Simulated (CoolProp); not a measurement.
Saturation properties of R1234ze(E).

The numbers come from the reference Helmholtz-energy equation of state, Thol 2016 in CoolProp.

| T (°C) | p (MPa) | enthalpy of vaporisation (kJ/kg) | vapour Z | surface tension (mN/m) | liquid viscosity (µPa s) |
|---|---|---|---|---|---|
| 30.05 | 0.5792 | 163.0 | 0.8571 | 8.24 | 177 |
| 33.75 | 0.6442 | 160.0 | 0.8461 | 7.74 | 169 |
| 37.45 | 0.7147 | 157.0 | 0.8345 | 7.25 | 161 |
| 41.05 | 0.7886 | 153.9 | 0.8226 | 6.79 | 154 |
| 44.75 | 0.8704 | 150.6 | 0.8098 | 6.32 | 147 |
| 48.45 | 0.9584 | 147.2 | 0.7964 | 5.86 | 141 |
| 52.05 | 1.050 | 143.7 | 0.7827 | 5.42 | 135 |
| 55.75 | 1.152 | 140.0 | 0.7679 | 4.97 | 128 |
| 59.45 | 1.260 | 136.1 | 0.7524 | 4.54 | 123 |

It boils at -19.0 °C under 1 atm.

Viscosity comes from a separate model (Bell 2016), an estimate that may be off by 10 % or more. Surface tension comes from a separate correlation (Mulero 2014).
